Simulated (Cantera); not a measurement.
Charge: 1 mol B2O3, a varied amount of NH3, held at 1.00 bar.

Cantera equilibrium calculation (NASA polynomials, part measured and part estimated; ideal gas, pure solids and liquids). Candidate condensed phases: B, BN, B2O3, B3O3H3, H2O; 39 gas species. Mutual solubility and eutectic melting of coexisting phases are not modelled. Equilibrium is a limit: real reactors are often held back by kinetics, nucleation or transport.

Stable condensed phases, one row left out:

```
T in K \ n(NH3) in mol
         1.3 1.9 2.8 4.2 6.2 9.1  13  20  29
   2298    A   A   A   A   A   A   A   A   A
   2248    A   A   A   A   A   A   A   A   A
   2198    A   A   A   A   A   A   A   A   A
   2148    A   A   A   A   A   A   A   A   A
   2098    B   B   A   A   A   A   A   A   A
   1998    B   B   B   B   A   A   A   A   A
   1948    B   B   B   B   B   A   A   A   A
   1898    C   C   C   C   C   C   C   D   A
```

A: gas only; B: B2O3; C: BN + B2O3; D: BN.

### Question
Give the row for 2048 K.

### Answer
1.3: B2O3; 1.9: B2O3; 2.8: B2O3; 4.2: gas only; 6.2: gas only; 9.1: gas only; 13: gas only; 20: gas only; 29: gas only.
